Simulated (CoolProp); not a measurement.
Vapour-liquid equilibrium of n-pentane (1) + acetone (2) at 109.55 °C; x and y are mole fractions of (1).

Model: multi-fluid Helmholtz-energy mixture model, Thol 2019 and Lemmon 2006; pair parameters Bell 2016, in CoolProp.

Give the bubble pressure and the first vapour's composition at x = 0.35, 0.65, 0.95. Is there an azeotrope?

x = 0.35: 7.658 bar, y = 0.511; x = 0.65: 8.238 bar, y = 0.667; x = 0.95: 7.650 bar, y = 0.919. y crosses x between x = 0.65 and 0.8: the model has an azeotrope there.

Pair parameters are fitted to limited data, so mixtures are less certain than the pure fluids.
